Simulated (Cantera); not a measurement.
Charge: 1 mol B2O3, 1.4 mol H2, held at 1100 Pa.

Equilibrium computed with Cantera from the NASA thermochemical tables; the gas is ideal and each condensed phase is pure. Candidate condensed phases: B, B2O3, B3O3H3, H2O; 23 gas species. Equilibrium is a limit: real reactors are often held back by kinetics, nucleation or transport.

x: gas mole fraction; n: condensed amount in mol.

```json
[
 {"T (K)": "1073", "x H2": "1.000", "x B2O3": "7.84e-9", "x HBO2": "2.20e-6", "x HBO": "6.41e-6", "x B2O2": "1.58e-9", "x BO": "4.99e-11", "n B2O3(l)": "1.000"},
 {"T (K)": "1173", "x H2": "1.000", "x B2O3": "[?]", "x HBO2": "[?]", "x HBO": "[?]", "x B2O2": "[?]", "x BO": "[?]", "n B2O3(l)": "1.000"},
 {"T (K)": "1273", "x H2": "0.999", "x B2O3": "7.89e-6", "x HBO2": "0.000165", "x HBO": "0.000278", "x B2O2": "1.19e-6", "x BO": "7.16e-8", "n B2O3(l)": "1.000"},
 {"T (K)": "1373", "x H2": "0.998", "x B2O3": "0.000114", "x HBO2": "0.000878", "x HBO": "0.00118", "x B2O2": "1.52e-5", "x BO": "1.19e-6", "n B2O3(l)": "0.998"},
 {"T (K)": "1473", "x H2": "0.990", "x B2O3": "0.00112", "x HBO2": "0.00363", "x HBO": "0.00413", "x B2O2": "0.000138", "x BO": "1.36e-5", "n B2O3(l)": "0.993"},
 {"T (K)": "1573", "x H2": "0.965", "x B2O3": "0.00816", "x HBO2": "0.0123", "x HBO": "0.0120", "x B2O2": "0.000925", "x BO": "0.000112", "n B2O3(l)": "0.969"},
 {"T (K)": "1673", "x H2": "0.881", "x B2O3": "0.0462", "x HBO2": "0.0357", "x HBO": "0.0288", "x B2O2": "0.00462", "x BO": "0.000689", "n B2O3(l)": "0.872"},
 {"T (K)": "1773", "x H2": "[?]", "x B2O3": "[?]", "x HBO2": "[?]", "x HBO": "[?]", "x B2O2": "[?]", "x BO": "[?]", "n B2O3(l)": "[?]"},
 {"T (K)": "1873", "x H2": "0.492", "x B2O3": "0.305", "x HBO2": "0.106", "x HBO": "0.0581", "x B2O2": "0.0229", "x BO": "0.00840", "n B2O3(l)": "0"},
 {"T (K)": "1973", "x H2": "0.479", "x B2O3": "0.292", "x HBO2": "0.115", "x HBO": "0.0616", "x B2O2": "0.0225", "x BO": "0.0171", "n B2O3(l)": "0"}
]
```

### Question
What belongs in the gaps?

### Answer

- 1173, x B2O3: 3.39e-7
- 1173, x HBO2: 2.25e-5
- 1173, x HBO: 5.12e-5
- 1173, x B2O2: 6.13e-8
- 1173, x BO: 2.67e-9
- 1773, x H2: 0.626
- 1773, x B2O3: 0.213
- 1773, x HBO2: 0.0843
- 1773, x HBO: 0.0517
- 1773, x B2O2: 0.0170
- 1773, x BO: 0.00325
- 1773, n B2O3(l): 0.399
